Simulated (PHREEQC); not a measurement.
Dissolve 16 mmol/kgw CuSO4 and 0.79 mmol/kgw H2SO4 at 20 °C. Closed to the air; pH follows from the charge balance.

Equilibrium calculation in PHREEQC: ion-association model, phreeqc.dat.

Precipitation was switched off in this run.

Question: Order these S species by the share of S that they hold, largest first: HSO4-, SO4-2, CuSO4.

Answer: SO4-2 (65 %), CuSO4 (32 %), HSO4- (3.0 %)

The pH is 3.04 and the ionic strength 0.0437 mol/kgw. Complexes and solids missing from the database can't appear.
